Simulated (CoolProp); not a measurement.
Values from CoolProp's reference Helmholtz-energy equation of state, Gao 2016.

For sulfur dioxide, give the phase and the Z, cv (kJ/(kg K)) at 482.7 K and 11.1 MPa.


- 482.7 K and 11.1 MPa: supercritical; Z 0.596, cv 0.762
